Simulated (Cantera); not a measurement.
A closed system holds: 1 mol LiOH, 0.028 mol H2O, held at 1925 °C.

Equilibrium computed with Cantera from the NASA thermochemical tables; the gas is ideal and each condensed phase is pure. Candidate condensed phases: H2O, Li, LiH, LiOH, Li2O; 17 gas species. Kinetics and transport are ignored.

Which condensed phases are stable at each of these points (P (Pa)): 10, 52, 270, 1400, 7200, 37000, 190000, 1000000?


```csv
P (Pa),condensed phases,Li condensed (%)
10,gas only,0.0
52,gas only,0.0
270,gas only,0.0
1400,gas only,0.0
7200,gas only,0.0
37000,gas only,0.0
190000,Li2O(l),39.6
1000000,Li2O(l),70.4
```

From 10.0 Pa to 37000 Pa nothing is condensed. From 190000 Pa to 1000000 Pa the condensed part is Li2O(l).
